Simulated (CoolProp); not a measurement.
Values from CoolProp's reference Helmholtz-energy equation of state, Thol 2017.

Q: Give the vapour pressure (bar), liquid density (kg/m³), liquid cp (kJ/(kg K)), surface tension (mN/m) of saturated octamethyltrisiloxane (MDM) at 354.4, 388.5, 411.2 K.

A: 
```
T (K)  p (bar)  liquid density (kg/m³)  liquid cp (kJ/(kg K))  surface tension (mN/m)
-----  -------  ----------------------  ---------------------  ----------------------
354.4   0.0957                     757                   1.92                    11.7
388.5    0.340                     720                   2.01                    9.03
411.2    0.683                     693                   2.07                    7.37
```

Surface tension comes from a separate correlation (Mulero 2014), older than this fluid's equation and unchecked against measurements.
